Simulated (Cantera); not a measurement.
A perfectly stirred reactor is fed with NH3 : H2 = 1 : 0.25 (molar parts), at 0.444 atm; it is held at 1850 K, and followed from long to short residence time.

Model: the gas-phase N/H chemistry of the illustrative SiF4/NH3 mechanism in the Surface Chemkin manual (1991), integrated in Cantera. Walls and surfaces, which speed up NH3 decomposition in real reactors, are not modelled.

```tsv
quantity	before	after
x(NH3) at τ = 0.930 s	0.225	0.458
x(H2) at τ = 0.930 s	0.615	0.446
x(N2) at τ = 0.930 s	0.160	0.0947
x(H) at τ = 0.930 s	0.000211	0.000136
x(N2H4) at τ = 0.930 s	3.49e-8	2.29e-8
x(NH3) at τ = 85.0 ms	0.636	0.748
x(H2) at τ = 85.0 ms	0.318	0.237
x(N2) at τ = 85.0 ms	0.0455	0.0141
x(H) at τ = 85.0 ms	7.73e-5	6.10e-5
x(N2H4) at τ = 85.0 ms	1.39e-7	4.31e-8
```

Problem. What was changed between the two runs?
A) temperature 1850 to 1575 K
B) H2 0.25 to 1.2 parts
C) pressure from 0.444 atm to 0.0888 atm
D) temperature 1850 to 1823 K

Solution. C, pressure from 0.444 atm to 0.0888 atm
